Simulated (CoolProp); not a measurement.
Ethanol at 485.29 K and 0.673 MPa is throttled through a valve to 0.305 MPa with no heat exchange. Each further row changes one setting.

Values from CoolProp's reference Helmholtz-energy equation of state, Schroeder 2014.

| case | temperature change (K) | final density (kg/m³) |
|---|---|---|
| as stated | ? | 3.59 |
| outlet pressure 0.0915 MPa | ? | 1.07 |
| outlet pressure 0.397 MPa | ? | 4.69 |

Complete the blanks.


- as stated, temperature change (K): -5.0
- outlet pressure 0.0915 MPa, temperature change (K): -8.1
- outlet pressure 0.397 MPa, temperature change (K): -3.8
